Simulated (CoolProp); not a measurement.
Model: reference Helmholtz-energy equation of state, Wu 2012, in CoolProp.

Q: For fluoroethane (R161), give the phase and the cp (kJ/(kg K)), Joule-Thomson coefficient (K/MPa) at 329.3 K and 0.0158 MPa; 329.3 K and 0.108 MPa; 329.3 K and 5 MPa.

A: 
- 329.3 K and 0.0158 MPa: gas; cp 1.33, Joule-Thomson coefficient 15.4
- 329.3 K and 0.108 MPa: gas; cp 1.35, Joule-Thomson coefficient 15.6
- 329.3 K and 5 MPa: liquid; cp 2.45, Joule-Thomson coefficient 0.198
